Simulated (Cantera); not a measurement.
A Cantera script and its output.

```python
import numpy as np
import cantera as ct

gas = ct.Solution("gri30.yaml")
gas.TPX = 1375, 1000000, {'CH4': 1, 'H2O': 1.6}
reactor = ct.IdealGasConstPressureReactor(gas, energy="off", clone=False)
net = ct.ReactorNet([reactor])
net.rtol, net.atol = 1e-08, 1e-18
show = ['CH4', 'H2O', 'CH2', 'HCO', 'C2H', 'CO2']
times = np.geomspace(2e-06, 70, 11)

steps = ct.SolutionArray(gas, extra=["t"])
rows = []
print(f"{'t/s':>10s}{'T/K':>9s}{'P/Pa':>11s}" + "".join(f"{s:>11s}" for s in show))
for t in times:
    while net.time < t:
        t_next = net.step()
        steps.append(gas.state, t=t_next)
    rows.append([np.interp(t, steps.t, y) for y in (steps.T, steps.P, *steps(*show).X.T)])
    print(f"{t:10.3e}{rows[-1][0]:9.1f}{rows[-1][1]:11.4g}" + "".join(f"{x:11.3e}" for x in rows[-1][2:]))
rate = np.gradient(steps.T, steps.t)
print("integrator steps:", len(steps.t))
if steps.T.max() > steps.T[0] + 200:
    print(f"time of steepest temperature rise: {steps.t[rate.argmax()]:.4e} s")
gas.TPX = 1375, 1000000, {'CH4': 1, 'H2O': 1.6}
gas.equilibrate("TP")
print(f"equilibrium (TP): T = {gas.T:.1f} K  " + "  ".join(f"{s} {gas[s].X[0]:.3e}" for s in show))
```

Output:

```
       t/s      T/K       P/Pa        CH4        H2O        CH2        HCO        C2H        CO2
 2.000e-06   1375.0      1e+06  3.846e-01  6.154e-01  5.282e-15  9.585e-22  2.445e-29  3.122e-28
 1.136e-05   1375.0      1e+06  3.846e-01  6.154e-01  1.596e-13  6.419e-19  2.500e-25  2.415e-23
 6.454e-05   1375.0      1e+06  3.846e-01  6.154e-01  3.384e-12  3.889e-16  2.091e-21  2.398e-18
 3.666e-04   1375.0      1e+06  3.846e-01  6.154e-01  7.202e-12  1.433e-14  1.000e-18  1.143e-14
 2.083e-03   1375.0      1e+06  3.843e-01  6.154e-01  9.088e-12  1.618e-13  9.854e-17  5.251e-12
 1.183e-02   1375.0      1e+06  3.828e-01  6.152e-01  1.651e-11  2.338e-12  1.936e-14  3.079e-09
 6.722e-02   1375.0      1e+06  3.731e-01  6.121e-01  2.354e-11  5.810e-12  1.946e-12  7.510e-07
 3.818e-01   1375.0      1e+06  3.260e-01  5.932e-01  5.753e-11  8.053e-12  2.038e-11  4.978e-05
 2.169e+00   1375.0      1e+06  2.531e-01  5.565e-01  8.755e-11  5.883e-11  4.360e-11  2.923e-03
 1.232e+01   1375.0      1e+06  2.596e-01  4.996e-01  4.102e-11  2.045e-10  1.724e-11  1.883e-02
 7.000e+01   1375.0      1e+06  2.293e-01  4.056e-01  1.448e-11  7.306e-10  2.880e-12  3.177e-02
integrator steps: 1579
equilibrium (TP): T = 1375.0 K  CH4 1.151e-03  H2O 1.152e-01  CH2 2.841e-14  HCO 4.943e-09  C2H 3.540e-18  CO2 1.671e-02
```

Computed with Cantera and GRI-Mech 3.0 (53 species, 325 reactions).
